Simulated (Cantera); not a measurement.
What does this Cantera script print?

```python
import numpy as np
import cantera as ct

gas = ct.Solution("gri30.yaml")


def delay(T, t_max=10):
    gas.TPX = T, 390000, {'CO': 1, 'H2': 1.3, 'CH4': 0.26, 'O2': 2.06, 'N2': 7.75}
    reactor = ct.IdealGasConstPressureReactor(gas, clone=False)
    net = ct.ReactorNet([reactor])
    net.rtol, net.atol = 1e-8, 1e-16
    while net.time < t_max:
        t_old, T_old = net.time, reactor.T
        net.step()
        if reactor.T > T + 400:  # ignition: a rise of 400 K
            return t_old + (T + 400 - T_old) / (reactor.T - T_old) * (net.time - t_old)
    return np.nan


taus = []
for T in [1225, 1300, 1375, 1450, 1525]:
    taus.append(delay(T))
    print(f"T0 = {T:6g} K   tau = {taus[-1]:.4e} s")

# d ln(tau) / d ln(k), from doubling and halving each rate constant
T, sens = 1225, []
for i in range(gas.n_reactions):
    gas.set_multiplier(2.0, i)
    up = delay(T)
    gas.set_multiplier(0.5, i)
    down = delay(T)
    gas.set_multiplier(1.0, i)
    sens.append((np.log(up / down) / np.log(4.0), gas.reaction(i).equation))
sens.sort(key=lambda x: -abs(x[0]))
print(f"sensitivities at {T} K")
for s, eq in sens[:10]:
    print(f"{s:8.3f}  {eq}")
```

It prints:

```
T0 =   1225 K   tau = 3.6846e-05 s
T0 =   1300 K   tau = 1.9657e-05 s
T0 =   1375 K   tau = 1.2431e-05 s
T0 =   1450 K   tau = 8.6927e-06 s
T0 =   1525 K   tau = 6.4860e-06 s
sensitivities at 1225 K
  -1.566  H + O2 <=> O + OH
   0.374  H + O2 + N2 <=> HO2 + N2
  -0.339  H2 + OH <=> H + H2O
  -0.314  H2 + O <=> H + OH
   0.292  CH4 + OH <=> CH3 + H2O
   0.286  CH4 + H <=> CH3 + H2
   0.178  CH3 + H (+M) <=> CH4 (+M)
   0.177  H + O2 + M <=> HO2 + M
  -0.145  CH3 + HO2 <=> CH3O + OH
   0.109  CH4 + O <=> CH3 + OH
```

Detailed kinetics in Cantera: GRI-Mech 3.0 (53 species, 325 reactions).
